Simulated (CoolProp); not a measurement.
Properties of normal hydrogen along the isobar 1.01 bar.

Model: reference Helmholtz-energy equation of state, Leachman 2009, in CoolProp.

| T (°C) | phase | density (kg/m³) | cp (kJ/(kg K)) | isothermal compressibility (1/MPa) | viscosity (µPa s) | Prandtl number |
|---|---|---|---|---|---|---|
| -246.75 | gas | 0.9734 | ___ | 10.41 | 1.34 | 0.679 |
| -228.15 | gas | 0.5502 | 10.52 | 10.01 | 2.20 | 0.670 |
| -209.65 | gas | 0.3870 | 10.51 | 9.937 | 2.92 | 0.665 |
| -191.05 | gas | 0.2986 | 10.78 | 9.913 | 3.56 | 0.669 |
| -172.55 | gas | 0.2435 | 11.25 | 9.903 | 4.14 | 0.677 |
| -154.05 | gas | 0.2056 | 11.78 | 9.898 | 4.68 | 0.683 |
| -135.45 | gas | 0.1777 | 12.30 | 9.896 | 5.19 | 0.687 |
| -116.95 | gas | 0.1567 | 12.75 | 9.895 | 5.68 | ___ |
| -98.35 | gas | 0.1400 | 13.13 | 9.894 | 6.14 | 0.687 |
| -79.85 | gas | 0.1266 | 13.44 | 9.894 | ___ | 0.687 |

Problem. Some entries are withheld; supply them.

Solution. 
- -246.75, cp (kJ/(kg K)): 11.02
- -116.95, Prandtl number: 0.688
- -79.85, viscosity (µPa s): 6.59

Viscosity comes from a separate model (Muzny 2013). Thermal conductivity comes from a separate model (Assael 2011).
